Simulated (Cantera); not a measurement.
A Cantera script and its output.

```python
import numpy as np
import cantera as ct

gas = ct.Solution("h2o2.yaml")
gas.TPX = 650, 101325, {'H2': 1, 'O2': 0.5, 'N2': 1.88, 'H2O': 0.057}
flame = ct.FreeFlame(gas, width=0.04)
flame.set_refine_criteria(ratio=3, slope=0.08, curve=0.16)
flame.transport_model = "mixture-averaged"
flame.solve(loglevel=0, auto=True)
z, T = flame.grid, flame.T
thick = (T[-1] - T[0]) / np.gradient(T, z).max()
show = ['H2', 'O2', 'H2O', 'H', 'H2O2', 'O']
print(f"laminar burning velocity  {flame.velocity[0] * 100:.3f} cm/s")
print(f"burnt temperature         {T[-1]:.1f} K")
print(f"thermal thickness         {thick * 1e3:.4f} mm")
print(f"grid points               {len(z)}")
z0 = z[flame.heat_release_rate.argmax()]
print(f"{'z/mm':>9s}{'T/K':>9s}{'u/(m/s)':>9s}" + "".join(f"{s:>11s}" for s in show))
rows = []
for k in (-3, -2, -1.5, -1, -0.5, -0.25, 0, 0.25, 0.5, 1, 2, 4, 8):
    zz = z0 + k * thick
    rows.append([k * thick, np.interp(zz, z, T), np.interp(zz, z, flame.velocity),
                 *(np.interp(zz, z, flame.X[gas.species_index(s)]) for s in show)])
    print(f"{rows[-1][0] * 1e3:9.3f}{rows[-1][1]:9.1f}{rows[-1][2]:9.3f}" + "".join(f"{x:11.3e}" for x in rows[-1][3:]))
```

Result:

```
laminar burning velocity  848.504 cm/s
burnt temperature         2525.6 K
thermal thickness         0.4754 mm
grid points               139
     z/mm      T/K  u/(m/s)         H2         O2        H2O          H       H2O2          O
   -1.426    650.0    8.485  2.910e-01  1.455e-01  1.658e-02  9.356e-17  3.498e-15  2.479e-17
   -0.951    650.0    8.485  2.910e-01  1.455e-01  1.658e-02  1.619e-13  8.050e-15  2.354e-14
   -0.713    650.0    8.485  2.910e-01  1.455e-01  1.658e-02  4.767e-11  5.055e-13  3.846e-12
   -0.475    650.0    8.485  2.909e-01  1.455e-01  1.658e-02  3.465e-08  2.103e-10  1.361e-09
   -0.238    659.9    8.587  2.881e-01  1.456e-01  1.710e-02  1.433e-04  1.948e-06  6.724e-06
   -0.119    833.9   10.635  2.587e-01  1.413e-01  3.303e-02  5.711e-03  1.110e-05  3.498e-04
    0.000   1271.0   15.658  1.496e-01  9.967e-02  1.231e-01  3.933e-02  5.424e-06  6.247e-03
    0.119   1582.5   19.226  6.525e-02  4.485e-02  2.188e-01  5.957e-02  2.977e-06  1.292e-02
    0.238   1729.9   20.851  5.106e-02  3.183e-02  2.418e-01  5.448e-02  1.751e-06  1.346e-02
    0.475   1888.3   22.522  4.881e-02  2.700e-02  2.539e-01  4.237e-02  9.379e-07  1.172e-02
    0.951   2052.5   24.190  4.598e-02  2.299e-02  2.669e-01  3.007e-02  5.297e-07  9.117e-03
    1.901   2208.4   25.718  4.096e-02  1.896e-02  2.818e-01  1.971e-02  3.454e-07  6.440e-03
    3.803   2344.5   27.009  3.449e-02  1.516e-02  2.969e-01  1.198e-02  2.629e-07  4.161e-03
```

Computed with Cantera and the H2/O2 subset of GRI-Mech 3.0, which has no nitrogen chemistry. Burning velocities carry a grid error of a few per cent, more on coarse grids.
